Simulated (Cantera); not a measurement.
**Equilibrium for fluorocarbon and chlorocarbon gases: CH₂F₂ + F₂ + H₂**

Feed: 1 mol CH₂F₂, 0.29 mol F₂, 20 mol H₂, equilibrated at 1.50 Pa.

Cantera equilibrium calculation (NASA polynomials, part measured and part estimated; ideal gas, pure solids and liquids). Candidate condensed phases: C, C₆H₆, C₇H₈, C₈H₁₈; 110 gas species. Ions and electrons are included (thermal ionisation). Kinetics and transport are ignored.

| T (K) | log p H | log p F | log p HF | log p C | log p H₂ | log p C₃ | log p e- | log p C+ |
|---|---|---|---|---|---|---|---|---|
| 2500 | -4.87 | -7.09 | -6.08 | -7.05 | -6.53 | -7.11 | -12.85 | -14.76 |
| 3000 | -4.86 | -6.11 | -7.15 | -6.49 | -8.12 | -10.08 | -11.31 | -11.76 |
| 3500 | -4.86 | -6.07 | -8.60 | -6.48 | -9.26 | -13.40 | -10.09 | -10.11 |
| 4000 | -4.86 | -6.07 | -9.72 | -6.48 | -10.12 | -15.91 | -9.01 | -9.02 |
| 4500 | -4.86 | -6.07 | -10.59 | -6.49 | -10.80 | <-16 | -8.15 | -8.18 |
| 5000 | -4.86 | -6.07 | -11.29 | -6.52 | -11.34 | <-16 | -7.47 | -7.53 |
log p: log10 of the partial pressure in bar; nothing condenses.

From 2500 K to 5000 K nothing is condensed. The main C-bearing gas is C₃ at 2500 K and C at 5000 K.
